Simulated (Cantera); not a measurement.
A closed system holds: 1 mol AlN, 1.9 mol HCl, held at 1125 K and 0.0353 Torr.

Cantera equilibrium calculation (NASA polynomials, part measured and part estimated; ideal gas, pure solids and liquids). Candidate condensed phases: Al, AlCl3, AlN, NH4Cl; 20 gas species. The tables' values for AlCl2 are old estimates; treat these amounts as uncertain. Kinetics and transport are ignored.

Base state: H2 0.432, AlCl3 0.287, N2 0.145, HCl 0.134, AlCl2 0.00188, AlCl 0.000644 (mole fractions); condensed: AlN(s).

**Question.** What changes in the equilibrium state with this change: AlN replaced by Si3N4?

**Answer.** 
```csv
species,before,after
HCl,0.134,0.577
H2,0.432,0.217
SiCl4,0,0.0868
AlCl3,0.287,0
SiCl2,0,0.0234
SiCl3,0,0.0129
N2,0.145,0.0825
AlCl2,0.00188,0
AlCl,0.000644,0
SiHCl3,0,0.000567
"AlN(s), mol",0.450,0
"Si3N4(s), mol",0,0.923
```
The tables' values for SiCl3 are old estimates; treat these amounts as uncertain. Further candidate phases: Si, Si3N4.
